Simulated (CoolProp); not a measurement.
Saturation properties of cyclohexane (Tc = 280.5 °C, pc = 40.81 bar, ω = 0.209).

The numbers come from the reference Helmholtz-energy equation of state, Zhou 2014 in CoolProp.

| T (°C) | p (bar) | liquid density (kg/m³) | vapour Z | surface tension (mN/m) |
|---|---|---|---|---|
| 134.85 | 4.033 | ? | 0.9007 | 12.0 |
| 146.05 | ? | 648.5 | 0.8828 | ? |
| 157.35 | 6.390 | 634.9 | ? | 9.71 |
| 168.55 | 7.885 | 620.8 | 0.8408 | 8.61 |
| 179.85 | 9.639 | 605.9 | 0.8163 | 7.53 |
| 191.15 | 11.66 | 590.1 | 0.7893 | 6.48 |
| 202.35 | 13.97 | 573.4 | 0.7596 | 5.47 |
| 213.65 | 16.61 | 555.1 | 0.7264 | 4.49 |
| 224.85 | 19.57 | 535.2 | 0.6897 | 3.56 |
| 236.15 | 22.95 | 512.5 | 0.6477 | 2.67 |
| 247.35 | ? | 486.4 | 0.5997 | 1.85 |
| 258.65 | 30.96 | 454.1 | 0.5414 | 1.09 |
| 269.85 | 35.71 | 409.5 | ? | 0.441 |

Question: Some entries are withheld; supply them.

Answer: 
- 134.85, liquid density (kg/m³): 661.5
- 146.05, p (bar): 5.106
- 146.05, surface tension (mN/m): 10.9
- 157.35, vapour Z: 0.8628
- 247.35, p (bar): 26.71
- 269.85, vapour Z: 0.4649

It boils at 80.7 °C under 1 atm.

Surface tension comes from a separate correlation (Mulero 2012).
